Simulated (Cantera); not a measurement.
Feed: 1 mol SiCl4, 0.014 mol Cl2, 820 mol H2, 0.6 mol HCl, held at 1450 K and 0.300 bar.

These are equilibrium values from Cantera (NASA tables, ideal gas, pure condensed phases), not measurements of a reactor. Candidate condensed phases: Si; 19 gas species. Kinetics and transport are ignored.

Base state: H2 0.994, HCl 0.00543, SiCl2 9.16e-5, H 1.72e-5 (mole fractions); condensed: Si(s).

Question: What changes in the equilibrium state with this change: H2 from 820 to 8.1 mol?

Answer: 
```csv
species,before,after
H2,0.994,0.725
HCl,0.00543,0.178
SiCl2,9.16e-5,0.0445
SiCl4,3.60e-8,0.0257
SiCl3,9.50e-7,0.0177
SiHCl3,5.68e-7,0.00903
SiH2Cl2,1.39e-6,0.000491
H,1.72e-5,1.47e-5
"Si(s), mol",0.921,0
```
The tables' values for SiCl3 are old estimates; treat these amounts as uncertain.
